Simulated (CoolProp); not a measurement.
Vapour-liquid equilibrium of cyclohexane (1) + ethylbenzene (2) at 0.442 bar; x and y are mole fractions of (1).

The numbers come from the multi-fluid Helmholtz-energy mixture model, Zhou 2014 and Zhou 2012; pair parameters Bell 2016 in CoolProp.

Give the bubble temperature and the first vapour's composition at x = 0.425, 0.65, 0.725. Is there an azeotrope?

x = 0.425: 345.2 K, y = 0.830; x = 0.65: 337.2 K, y = 0.919; x = 0.725: 335.1 K, y = 0.939. No azeotrope shows between x = 0.05 and 0.95.

The pair parameters rest on a limited set of measurements; away from them the model extrapolates.
